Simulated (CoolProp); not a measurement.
The numbers come from the reference Helmholtz-energy equation of state, Lemmon 2016 in CoolProp.

Problem. For R365MFC, give the phase and the cp (kJ/(kg K)), speed of sound (m/s), expansivity (1/kK), fugacity coefficient at 106.55 °C and 4.05 MPa; 151.65 °C and 4.05 MPa; 181.75 °C and 4.05 MPa.

Solution. 
- 106.55 °C and 4.05 MPa: liquid; cp 1.55, speed of sound 468, expansivity 2.50, fugacity coefficient 0.168
- 151.65 °C and 4.05 MPa: liquid; cp 1.75, speed of sound 308, expansivity 4.19, fugacity coefficient 0.360
- 181.75 °C and 4.05 MPa: liquid; cp 2.15, speed of sound 182, expansivity 9.49, fugacity coefficient 0.522
